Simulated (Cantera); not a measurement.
A closed system holds: 1 mol Si, 0.021 mol H2O, 180 mol N2, held at 16.0 mbar.

These are equilibrium values from Cantera (NASA tables, ideal gas, pure condensed phases), not measurements of a reactor. Candidate condensed phases: H2O, Si, SiO2, Si2N2O, Si3N4; 35 gas species. The tables' values for SiN are old estimates; treat these amounts as uncertain. The numbers say what is thermodynamically allowed, not how fast it happens.

log p: log10 of the partial pressure in bar; n: condensed amount in mol.

```json
[
 {"T (°C)": "1450", "log p N2": "-1.80", "log p Si": "-6.56", "log p H": "-6.62", "log p Si2N": "-8.02", "n Si3N4(s)": "0.325", "n Si(l)": "0"},
 {"T (°C)": "1500", "log p N2": "-1.80", "log p Si": "-5.97", "log p H": "-6.43", "log p Si2N": "-7.27", "n Si3N4(s)": "0.322", "n Si(l)": "0"},
 {"T (°C)": "1550", "log p N2": "-1.80", "log p Si": "?", "log p H": "?", "log p Si2N": "?", "n Si3N4(s)": "0.309", "n Si(l)": "0"},
 {"T (°C)": "1600", "log p N2": "-1.80", "log p Si": "-5.05", "log p H": "-6.11", "log p Si2N": "-6.22", "n Si3N4(s)": "0", "n Si(l)": "0.860"},
 {"T (°C)": "1650", "log p N2": "-1.80", "log p Si": "-4.77", "log p H": "-5.97", "log p Si2N": "-6.02", "n Si3N4(s)": "0", "n Si(l)": "0.754"},
 {"T (°C)": "1700", "log p N2": "-1.80", "log p Si": "-4.50", "log p H": "-5.84", "log p Si2N": "-5.83", "n Si3N4(s)": "0", "n Si(l)": "0.568"},
 {"T (°C)": "1750", "log p N2": "-1.80", "log p Si": "?", "log p H": "?", "log p Si2N": "-5.64", "n Si3N4(s)": "0", "n Si(l)": "?"},
 {"T (°C)": "1800", "log p N2": "-1.80", "log p Si": "-4.11", "log p H": "-5.65", "log p Si2N": "-5.68", "n Si3N4(s)": "0", "n Si(l)": "0"},
 {"T (°C)": "1850", "log p N2": "-1.80", "log p Si": "-4.09", "log p H": "-5.58", "log p Si2N": "-5.95", "n Si3N4(s)": "0", "n Si(l)": "0"}
]
```

Q: Complete the blanks.

A: 
- 1750, log p Si: -4.24
- 1750, log p H: -5.74
- 1750, n Si(l): 0.246
- 1550, log p Si: -5.42
- 1550, log p H: -6.26
- 1550, log p Si2N: -6.57
